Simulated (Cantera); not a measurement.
Feed: 1 mol SiF4, 0.1 mol C2H4, 21 mol H2, held at 1.60 mbar.

Method: chemical equilibrium by Gibbs-energy minimisation in Cantera with the NASA 1993 tables (ideal gas, pure condensed phases). Candidate condensed phases: C, C6H6, C7H8, C8H18, Si, SiC; 113 gas species. The tables' values for SiF3, SiF2 are old estimates; treat these amounts as uncertain. Equilibrium is a limit: real reactors are often held back by kinetics, nucleation or transport.

x: gas mole fraction; n: condensed amount in mol.

```tsv
T (K)	x H2	x SiF4	x HF	x SiF3	x SiF2	x SiHF3	x H	n C(graphite)	n SiC(s)
1050	0.954	0.0446	0.000644	9.69e-5	3.69e-7	0.000311	1.98e-7	0.197	0.00129
1100	0.954	0.0443	0.00115	0.000202	1.36e-6	0.000353	6.31e-7	0.196	0.00325
1150	0.953	0.0439	…	0.000393	4.46e-6	…	…	0.193	…
1200	0.952	0.0434	0.00312	0.000721	1.32e-5	0.000435	4.81e-6	0.189	0.0107
1250	0.951	0.0425	0.00482	0.00125	3.55e-5	0.000473	1.18e-5	0.183	0.0168
1300	0.949	0.0412	0.00719	0.00206	8.79e-5	0.000507	2.69e-5	0.175	0.0247
1350	0.946	0.0394	0.0103	0.00323	0.000202	0.000533	5.80e-5	0.165	0.0344
1400	0.943	0.0370	…	0.00482	0.000431	0.000550	…	0.154	…
1450	0.938	0.0339	0.0195	0.00684	0.000859	0.000553	0.000229	0.142	0.0578
```

### Question
Complete the blanks.

### Answer

- 1400, x HF: 0.0144
- 1400, x H: 0.000118
- 1400, n SiC(s): 0.0456
- 1150, x HF: 0.00193
- 1150, x SiHF3: 0.000395
- 1150, x H: 1.82e-6
- 1150, n SiC(s): 0.00629
